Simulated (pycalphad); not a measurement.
Source of the numbers: pycalphad with the COST 507 light-alloy database (1999); pressure 1 atm. These are 1990s assessments: newer ones move some temperatures and phases. Phase fractions are per mole of atoms.

**Question.** Give the equilibrium state of Ti-57.41B (wt.%) at 2227 °C.

**Answer.** 
```
T = 2500.00 K, P = 101325 Pa, N = 1 mol of atoms
G = -137076 J/mol, H = 45208 J/mol, S = 72.91 J/(mol K)  (SER reference)
chemical potentials (J/mol): Ti -455566, B -83716
phase             fraction      x(Ti)       x(B)
LIQUID              0.6504     0.0415     0.9585
B2M                 0.3496     0.3333     0.6667
```

**Question.** Give the equilibrium state of Ti-57.41B (wt.%) at 1927 °C.

**Answer.** 
```
T = 2200.00 K, P = 101325 Pa, N = 1 mol of atoms
G = -117765 J/mol, H = 2796 J/mol, S = 54.80 J/(mol K)  (SER reference)
chemical potentials (J/mol): Ti -439336, B -63888
phase             fraction      x(Ti)       x(B)
BETA_RHOMBO_B       0.5695       none     1.0000
B2M                 0.4305     0.3333     0.6667
```

Database names, with the compositions (at.%) that they take in these runs: B2M: B 67 Ti 33. BETA_RHOMBO_B is β-boron. An entry "none" or "no" means that the model of the phase leaves that element out.
